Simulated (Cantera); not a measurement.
Input (Python, Cantera):

```python
import numpy as np
import cantera as ct

gas = ct.Solution("gri30.yaml")
gas.TPX = 1623, 38000, {'H2': 1, 'O2': 0.676, 'N2': 2.54, 'H2O': 0.3}
reactor = ct.IdealGasConstPressureReactor(gas, energy="on", clone=False)
net = ct.ReactorNet([reactor])
net.rtol, net.atol = 1e-08, 1e-16
show = ['H2', 'O2', 'H2O', 'OH', 'NO', 'H', 'N2O']
times = np.geomspace(4e-06, 6, 13)

steps = ct.SolutionArray(gas, extra=["t"])
rows = []
print(f"{'t/s':>10s}{'T/K':>9s}{'P/Pa':>11s}" + "".join(f"{s:>11s}" for s in show))
for t in times:
    while net.time < t:
        t_next = net.step()
        steps.append(gas.state, t=t_next)
    rows.append([np.interp(t, steps.t, y) for y in (steps.T, steps.P, *steps(*show).X.T)])
    print(f"{t:10.3e}{rows[-1][0]:9.1f}{rows[-1][1]:11.4g}" + "".join(f"{x:11.3e}" for x in rows[-1][2:]))
rate = np.gradient(steps.T, steps.t)
print("integrator steps:", len(steps.t))
if steps.T.max() > steps.T[0] + 200:
    print(f"time of steepest temperature rise: {steps.t[rate.argmax()]:.4e} s")
gas.TPX = 1623, 38000, {'H2': 1, 'O2': 0.676, 'N2': 2.54, 'H2O': 0.3}
gas.equilibrate("HP")
print(f"equilibrium (HP): T = {gas.T:.1f} K  " + "  ".join(f"{s} {gas[s].X[0]:.3e}" for s in show))
```

Result:

```
       t/s      T/K       P/Pa         H2         O2        H2O         OH         NO          H        N2O
 4.000e-06   1623.0    3.8e+04  2.214e-01  1.497e-01  6.643e-02  5.735e-07  1.204e-14  2.987e-06  1.399e-12
 1.308e-05   1623.2    3.8e+04  2.208e-01  1.494e-01  6.683e-02  6.656e-05  3.887e-12  3.337e-04  4.322e-11
 4.280e-05   1803.9    3.8e+04  4.447e-02  5.993e-02  1.969e-01  2.271e-02  6.246e-06  7.674e-02  3.354e-08
 1.400e-04   2146.4    3.8e+04  4.195e-02  5.329e-02  2.189e-01  3.089e-02  3.789e-05  4.612e-02  4.370e-08
 4.579e-04   2506.6    3.8e+04  3.186e-02  4.697e-02  2.491e-01  3.396e-02  2.553e-04  2.083e-02  1.232e-07
 1.498e-03   2655.2    3.8e+04  2.522e-02  4.391e-02  2.646e-01  3.226e-02  1.782e-03  1.258e-02  2.813e-07
 4.899e-03   2652.9    3.8e+04  2.527e-02  4.212e-02  2.652e-01  3.158e-02  6.113e-03  1.234e-02  2.985e-07
 1.602e-02   2648.8    3.8e+04  2.542e-02  4.021e-02  2.657e-01  3.087e-02  1.079e-02  1.216e-02  3.347e-07
 5.241e-02   2648.4    3.8e+04  2.543e-02  4.001e-02  2.657e-01  3.080e-02  1.129e-02  1.214e-02  3.397e-07
 1.714e-01   2648.4    3.8e+04  2.543e-02  4.001e-02  2.657e-01  3.080e-02  1.129e-02  1.214e-02  3.397e-07
 5.608e-01   2648.4    3.8e+04  2.543e-02  4.001e-02  2.657e-01  3.080e-02  1.129e-02  1.214e-02  3.397e-07
 1.834e+00   2648.4    3.8e+04  2.543e-02  4.001e-02  2.657e-01  3.080e-02  1.129e-02  1.214e-02  3.397e-07
 6.000e+00   2648.4    3.8e+04  2.543e-02  4.001e-02  2.657e-01  3.080e-02  1.129e-02  1.214e-02  3.397e-07
integrator steps: 1216
time of steepest temperature rise: 2.5278e-05 s
equilibrium (HP): T = 2648.4 K  H2 2.543e-02  O2 4.001e-02  H2O 2.657e-01  OH 3.080e-02  NO 1.129e-02  H 1.214e-02  N2O 3.397e-07
```

Cantera simulation using GRI-Mech 3.0 (53 species, 325 reactions); the numbers are that mechanism's predictions, not measurements.
